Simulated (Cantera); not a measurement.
What does this Cantera script print?

```python
import numpy as np
import cantera as ct

gas = ct.Solution("h2o2.yaml")
gas.TPX = 400, 670000, {'H2': 1, 'O2': 0.685, 'N2': 2.58}
flame = ct.FreeFlame(gas, width=0.011)
flame.set_refine_criteria(ratio=3, slope=0.08, curve=0.16)
flame.transport_model = "mixture-averaged"
flame.solve(loglevel=0, auto=True)
flame.transport_model = "multicomponent"
flame.soret_enabled = True
flame.solve(loglevel=0, refine_grid=True)
z, T = flame.grid, flame.T
thick = (T[-1] - T[0]) / np.gradient(T, z).max()
show = ['H2', 'O2', 'H2O', 'OH', 'O', 'H2O2']
print(f"laminar burning velocity  {flame.velocity[0] * 100:.3f} cm/s")
print(f"burnt temperature         {T[-1]:.1f} K")
print(f"thermal thickness         {thick * 1e3:.4f} mm")
print(f"grid points               {len(z)}")
z0 = z[flame.heat_release_rate.argmax()]
print(f"{'z/mm':>9s}{'T/K':>9s}{'u/(m/s)':>9s}" + "".join(f"{s:>11s}" for s in show))
rows = []
for k in (-3, -2, -1.5, -1, -0.5, -0.25, 0, 0.25, 0.5, 1, 2, 4, 8):
    zz = z0 + k * thick
    rows.append([k * thick, np.interp(zz, z, T), np.interp(zz, z, flame.velocity),
                 *(np.interp(zz, z, flame.X[gas.species_index(s)]) for s in show)])
    print(f"{rows[-1][0] * 1e3:9.3f}{rows[-1][1]:9.1f}{rows[-1][2]:9.3f}" + "".join(f"{x:11.3e}" for x in rows[-1][3:]))
```

It prints:

```
laminar burning velocity  115.423 cm/s
burnt temperature         2099.7 K
thermal thickness         0.0464 mm
grid points               115
     z/mm      T/K  u/(m/s)         H2         O2        H2O         OH          O       H2O2
   -0.139    400.1    1.152  2.326e-01  1.610e-01  2.881e-06  7.238e-13  1.114e-10  7.860e-09
   -0.093    400.8    1.146  2.269e-01  1.622e-01  4.002e-05  1.129e-11  1.452e-09  1.362e-07
   -0.070    403.5    1.140  2.164e-01  1.644e-01  2.481e-04  1.209e-10  7.853e-09  1.010e-06
   -0.046    427.8    1.169  1.859e-01  1.700e-01  2.911e-03  1.200e-08  8.856e-08  1.556e-05
   -0.023    663.3    1.716  1.226e-01  1.679e-01  3.430e-02  2.426e-05  1.070e-05  1.710e-04
   -0.012   1036.9    2.651  8.615e-02  1.442e-01  8.676e-02  5.428e-04  2.598e-04  1.944e-04
    0.000   1426.0    3.639  4.981e-02  1.088e-01  1.520e-01  2.316e-03  1.614e-03  3.053e-05
    0.012   1680.3    4.292  2.468e-02  8.034e-02  1.991e-01  5.397e-03  3.068e-03  5.230e-06
    0.023   1824.6    4.661  1.311e-02  6.599e-02  2.224e-01  7.671e-03  3.398e-03  3.392e-06
    0.046   1959.7    4.998  6.050e-03  5.756e-02  2.388e-01  8.287e-03  2.473e-03  2.095e-06
    0.093   2046.7    5.206  2.534e-03  5.502e-02  2.481e-01  6.247e-03  1.090e-03  1.195e-06
    0.186   2085.4    5.296  8.535e-04  5.462e-02  2.527e-01  3.890e-03  3.763e-04  6.507e-07
    0.371   2097.2    5.322  3.489e-04  5.473e-02  2.542e-01  2.653e-03  1.678e-04  4.385e-07
```

Model: the H2/O2 subset of GRI-Mech 3.0, which has no nitrogen chemistry, integrated in Cantera. The hydrogen kinetics of GRI-Mech 3.0 are dated; newer H2 mechanisms differ, most at raised pressure. Burning velocities carry a grid error of a few per cent, more on coarse grids.
